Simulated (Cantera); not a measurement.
## Ignition delay

Mixture: 13.6 % CH4, 1.90 % C2H6, 17.8 % O2, 66.8 % N2, at 31000 Pa, adiabatic and at constant pressure. Ignition delay is the time to a rise of 400 K.

Computed with Cantera and GRI-Mech 3.0 (53 species, 325 reactions).

```tsv
T0 (K)	delay (ms)
1000	253
1100	40.1
1200	10.8
1300	3.75
1400	1.43
1500	0.595
1600	0.281
1700	0.152
1800	0.0919
1900	0.0611
```

- apparent activation energy between 1700 and 1900 K = 120 kJ/mol
